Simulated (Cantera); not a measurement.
Cantera with NASA thermochemical tables; ideal gases at 1 bar, condensed phases pure. Values are per mole of reaction as written; species without (g) are pure solids or liquids, kept so even where they would boil at 1 bar.

2 PbO(g) + N₂(g) = 2 Pb + 2 NO(g)

```csv
T (K),ΔH° (kJ),ΔS° (J/K),ΔG° (kJ),log10 K
1850,81.5,-69.3,209.7,-5.92
1900,…,…,…,…
1950,…,…,…,…
2000,84.4,-67.8,220.0,-5.75
2050,85.3,-67.3,223.4,-5.69
2100,86.3,-66.9,226.7,-5.64
2150,87.2,-66.4,230.0,-5.59
2200,88.2,-66.0,233.4,-5.54
2250,89.2,-65.6,236.6,-5.49
2300,…,…,…,…
2350,91.1,-64.7,243.2,-5.40
```

Q: What belongs in the gaps?

A: 
- 1900, ΔH° (kJ): 82.5
- 1900, ΔS° (J/K): -68.8
- 1900, ΔG° (kJ): 213.1
- 1900, log10 K: -5.86
- 1950, ΔH° (kJ): 83.4
- 1950, ΔS° (J/K): -68.3
- 1950, ΔG° (kJ): 216.6
- 1950, log10 K: -5.80
- 2300, ΔH° (kJ): 90.1
- 2300, ΔS° (J/K): -65.1
- 2300, ΔG° (kJ): 239.9
- 2300, log10 K: -5.45
